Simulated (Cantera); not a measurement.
# Equilibrium for silicon carbide growth: SiHCl3 + C2H2 + H2

Charge: 1 mol SiHCl3, 0.069 mol C2H2, 48 mol H2, at 1102 °C.

Equilibrium computed with Cantera from the NASA thermochemical tables; the gas is ideal and each condensed phase is pure. Candidate condensed phases: C, C6H6, C7H8, C8H18, Si, SiC; 109 gas species. Mutual solubility and eutectic melting of coexisting phases are not modelled. The tables' values for SiCl3 are old estimates; treat these amounts as uncertain. Kinetics and transport are ignored.

From 100 Pa to 100000 Pa the condensed part is Si(s) + SiC(s). The main Si-bearing gas is SiCl2 throughout. The share of Si in condensed phases is highest at 100 Pa (66.7 %) and lowest at 100000 Pa (56.9 %).

```
P (Pa)   x H2   x HCl  x SiCl2  x SiHCl3   x SiCl4  n Si(s)  n SiC(s)
------  -----  ------  -------  --------  --------  -------  --------
100     0.947  0.0465  0.00659   3.25e-6   2.50e-6    0.529     0.138
270     0.947  0.0464  0.00656   8.71e-6   6.70e-6    0.528     0.138
720     0.947  0.0463  0.00652   2.30e-5   1.76e-5    0.526     0.138
1900    0.947  0.0459  0.00642   5.94e-5   4.51e-5    0.522     0.138
5200    0.948  0.0453  0.00624  0.000155  0.000116    0.515     0.138
14000   0.949  0.0440  0.00588  0.000383  0.000279    0.501     0.138
37000   0.951  0.0417  0.00527  0.000861  0.000592    0.475     0.138
100000  0.953  0.0379  0.00435   0.00175   0.00109    0.432     0.137
```
x: gas mole fraction; n: condensed amount in mol.
